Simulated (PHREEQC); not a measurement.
A made-up water analysis in mmol/kgw, 15 °C, pH 7.69:

```json
[
 {"constituent": "Na", "mmol/kgw": "127"},
 {"constituent": "K", "mmol/kgw": "24.4"},
 {"constituent": "Ca", "mmol/kgw": "4.34"},
 {"constituent": "Mg", "mmol/kgw": "3.42"},
 {"constituent": "Cl", "mmol/kgw": "115"},
 {"constituent": "S(6)", "mmol/kgw": "25.2"},
 {"constituent": "Alkalinity (meq/kgw)", "mmol/kgw": "0.603"},
 {"constituent": "Si", "mmol/kgw": "1.5"},
 {"constituent": "Br", "mmol/kgw": "1.68"}
]
```

Valence states are taken as typed.

Equilibrium calculation in PHREEQC: Pitzer model, pitzer.dat.

```
Quantity                     Result
--------------------  -------------
ionic strength        0.200 mol/kgw
specific conductance    13000 µS/cm
density                 1.008 g/cm³
osmotic coefficient           0.885
charge-balance error         -0.2 %
```

```csv
species,molality,activity,log γ
Na+,0.127,0.0934,-0.133
Cl-,0.115,0.0825,-0.144
SO4-2,0.0252,0.00559,-0.654
K+,0.0244,0.0175,-0.144
Ca+2,0.00434,0.00106,-0.612
Mg+2,0.00342,0.000933,-0.564
```

Precipitation was switched off in this run. Species that the database lacks are ignored.
